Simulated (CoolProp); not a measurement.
Values from CoolProp's reference Helmholtz-energy equation of state, Akasaka 2015.

For R245fa, give the phase and the density (kg/m³), cv (kJ/(kg K)), expansivity (1/kK), viscosity (µPa s) at 440 K and 3.98 MPa.


- 440 K and 3.98 MPa: supercritical; density 292, cv 1.21, expansivity 27.0, viscosity 27.1

Viscosity comes from a separate model (Bell 2016), an estimate that may be off by 10 % or more.
